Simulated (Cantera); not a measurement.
What does this Cantera script print?

```python
import numpy as np
import cantera as ct

gas_names = """
    Fe FeO N NO NO2 NO3 N2 N2O O O2 O3 S SN SO SO2 SO3 S2 S2O S8
""".split()
cond_names = """
    Fe(a) Fe(c) Fe(d) Fe(L) FeO(s) FeO(L) FeS(a) FeS(b) FeS(c) FeS(L) FeSO4(s) FeS2(s) Fe2O3(s)
    Fe2S3O12(s) Fe3O4(s) S(cr1) S(cr2) S(L)
""".split()


# ... load() reads the species with a 1 bar reference pressure and builds the phases ...
atoms = {
    'FeS': {'Fe': 1, 'S': 1},
    'SO3': {'S': 1, 'O': 3},
    'N2': {'N': 2},
    'SO2': {'S': 1, 'O': 2},
}
top_T = {'FeSO4(s)': 950, 'FeS2(s)': 1010, 'Fe2O3(s)': 1830, 'Fe2S3O12(s)': 1100, 'Fe3O4(s)': 1870}  # K; cautious upper limits of use, not melting points


# ... equilibrate(T, P, feed) seeds the gas with the atoms and calls Mixture.equilibrate('TP', solver="vcs", rtol=1e-11, max_steps=5000) ...
results = []
feed = {'FeS': 1, 'SO3': 1.6, 'N2': 0.87, 'SO2': 2.2}  # mol
P = 570000  # Pa
for T in [825, 925, 1025, 1125, 1225, 1325, 1425]:
    mix = equilibrate(T, P, feed)
    results.append((T, P, feed, dict(zip(mix.species_names, mix.species_moles))))

top = {s: max(r[3][s] / sum(r[3][g] for g in gas_names) for r in results) for s in gas_names}
cols = sorted((s for s in top if top[s] > 0.001), key=lambda s: -top[s])[:6]
seen = [c for c in cond_names if any(r[3].get(c, 0) > 1e-12 for r in results)]
print("log10 of partial pressures in bar; condensed amounts in mol")
print(f"{'T/K':>10s}" + "".join(f"{s[:9]:>10s}" for s in cols + seen))
for T, P, feed, n in results:
    ng = sum(n[g] for g in gas_names)
    print(f"{T:10.4g}" + "".join(f"{np.log10(max(n[s] / ng * P / 1e5, 1e-99)):10.3f}" for s in cols)
          + "".join(f"{n.get(c, 0):10.4g}" for c in seen))
```

Output:

```
log10 of partial pressures in bar; condensed amounts in mol
       T/K       SO2        N2        S2       S2O        SO    FeS(c)   FeS2(s)  Fe3O4(s)
       825     0.672    -0.006    -2.230    -2.527    -5.750         0    0.3196    0.2268
       925     0.668    -0.007    -1.341    -1.890    -4.697         0    0.2883    0.2372
      1025     0.665    -0.018    -1.028    -1.678    -3.950    0.4009         0    0.1997
      1125     0.660    -0.018    -0.852    -1.566    -3.358    0.3446         0    0.2185
      1225     0.654    -0.019    -0.706    -1.474    -2.864    0.2774         0    0.2409
      1325     0.648    -0.020    -0.585    -1.398    -2.446    0.2016         0    0.2661
      1425     0.640    -0.021    -0.484    -1.337    -2.089    0.1199         0    0.2934
```

Cantera equilibrium calculation (NASA polynomials, part measured and part estimated; ideal gas, pure solids and liquids). Mutual solubility and eutectic melting of coexisting phases are not modelled. FeS: taken at fixed stoichiometry. Gases not in the tables: S3 to S7.
